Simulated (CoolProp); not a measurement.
Octamethylcyclotetrasiloxane (D4) along the isotherm 615.5 K: density (kg/m³) from the reference equation and from simpler models built on Tc = 586.5 K, pc = 13.47 bar, ω = 0.598; each cubic takes its own stable root.

The numbers come from the reference Helmholtz-energy equation of state, Thol 2015 in CoolProp.

| p (bar) | phase | reference |
|---|---|---|
| 4.81 | gas | 31.39 |
| 9.62 | gas | 73.68 |
| 14.4 | supercritical | 140.9 |
| 19.2 | supercritical | 290.6 |
| 24.1 | supercritical | 418.6 |
| 28.9 | supercritical | 467.4 |
| 33.7 | supercritical | 495.9 |
| 38.5 | supercritical | 516.2 |
| 43.3 | supercritical | 532.0 |
| 48.1 | supercritical | 545.1 |
| 52.9 | supercritical | 556.2 |
| 57.7 | supercritical | 565.9 |
| 62.5 | supercritical | 574.6 |
| 67.4 | supercritical | 582.5 |

Question: How far does each simpler model (ideal gas, van der Waals, Redlich-Kwong, Soave-Redlich-Kwong, Peng-Robinson) lie from the reference over these 14 states: mean and median of the absolute difference, and the worst?

Answer: 
- ideal gas: mean 46.0 %, median 46.9 %, worst -66.6 % at 615.5 K and 24.1 bar
- van der Waals: mean 17.4 %, median 23.7 %, worst -24.4 % at 615.5 K and 67.4 bar
- Redlich-Kwong: mean 6.2 %, median 6.9 %, worst -9.0 % at 615.5 K and 28.9 bar
- Soave-Redlich-Kwong: mean 9.5 %, median 10.0 %, worst -16.6 % at 615.5 K and 24.1 bar
- Peng-Robinson: mean 3.0 %, median 1.9 %, worst -9.3 % at 615.5 K and 24.1 bar
